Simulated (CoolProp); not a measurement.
Properties of hydrogen chloride along the isotherm 361.5 K (Tc = 324.7 K, pc = 8.314 MPa, ω = 0.130).

Model: reference Helmholtz-energy equation of state, Thol 2018, in CoolProp.

| p (MPa) | phase | density (kg/m³) | Joule-Thomson coefficient (K/MPa) |
|---|---|---|---|
| 0.0131 | gas | 0.1590 | 10.23 |
| 0.0234 | gas | 0.2841 | 10.23 |
| 0.0416 | gas | 0.5053 | 10.23 |
| 0.0739 | gas | 0.8986 | 10.22 |
| 0.131 | gas | 1.596 | 10.22 |
| 0.234 | gas | 2.860 | 10.20 |
| 0.416 | gas | 5.116 | (withheld) |
| 0.739 | gas | 9.186 | 10.12 |
| 1.31 | gas | (withheld) | (withheld) |
| 2.34 | gas | (withheld) | 9.828 |
| 4.16 | gas | (withheld) | 9.410 |

Question: Fill in the missing entries.

Answer: 
- 0.416, Joule-Thomson coefficient (K/MPa): 10.17
- 1.31, density (kg/m³): 16.60
- 1.31, Joule-Thomson coefficient (K/MPa): 10.02
- 2.34, density (kg/m³): 30.78
- 4.16, density (kg/m³): 58.77
